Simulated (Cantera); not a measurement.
A freely propagating, adiabatic, planar premixed flame of H2 : O2 : N2 = 1 : 0.385 : 1.46 (molar parts), unburnt at 450 K and 500000 Pa; mixture-averaged transport, grid criteria slope 0.08 and curve 0.16, no radiation.

Computed with Cantera and the H2/O2 subset of GRI-Mech 3.0, which has no nitrogen chemistry. The hydrogen kinetics of GRI-Mech 3.0 are dated; newer H2 mechanisms differ, most at raised pressure. Burning velocities carry a grid error of a few per cent, more on coarse grids.

Problem. How do the results move with these cheaper or finer settings: unity-Lewis-number transport; multicomponent transport; multicomponent+Soret transport; grid criteria slope 0.5, curve 1; grid criteria slope 0.25, curve 0.5; grid criteria slope 0.03, curve 0.06?

Solution. 
```tsv
setting	laminar burning velocity	thermal thickness	peak x(HO2)	peak x(H)	grid points
as above	523 cm/s	0.0505 mm	0.00111	0.0433	107
unity-Lewis-number transport	354 cm/s	0.0472 mm	0.000761	0.0489	113
multicomponent transport	514 cm/s	0.0503 mm	0.00111	0.0432	107
multicomponent+Soret transport	481 cm/s	0.0493 mm	0.00112	0.0414	107
grid criteria slope 0.5, curve 1	552 cm/s	0.0646 mm	0.00107	0.0453	37
grid criteria slope 0.25, curve 0.5	529 cm/s	0.0549 mm	0.00107	0.0434	49
grid criteria slope 0.03, curve 0.06	519 cm/s	0.0491 mm	0.00112	0.0431	258
```
Unity Lewis numbers drop preferential diffusion, which matters most where H2 and H carry the flame; Soret adds thermal diffusion.
